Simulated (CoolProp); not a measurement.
The numbers come from the reference Helmholtz-energy equation of state, Lemmon 2006 in CoolProp. It is a short technical equation, of lower accuracy than the large ones.

For nitrous oxide, give the phase and the cv (kJ/(kg K)) at 264.1 K and 0.0629 MPa; 280.2 K and 7.93 MPa.


- 264.1 K and 0.0629 MPa: gas; cv 0.653
- 280.2 K and 7.93 MPa: liquid; cv 0.909
